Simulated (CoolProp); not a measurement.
Vapour-liquid equilibrium of propane (1) + toluene (2) at 0.261 MPa; x and y are mole fractions of (1).

The numbers come from the multi-fluid Helmholtz-energy mixture model, Lemmon 2009 and Lemmon 2006; pair parameters Bell 2016 in CoolProp.

### Question
Give the bubble temperature and the first vapour's composition at x = 0.35, 0.575, 0.875. Is there an azeotrope?

### Answer
x = 0.35: 1.2 °C, y = 0.997; x = 0.575: -8.1 °C, y = 0.999; x = 0.875: -14.8 °C, y = 1.000. No azeotrope shows between x = 0.05 and 0.95.

The pair parameters rest on a limited set of measurements; away from them the model extrapolates. With so large a gap from Raoult's law the liquid may split in two, which this calculation doesn't test in full.
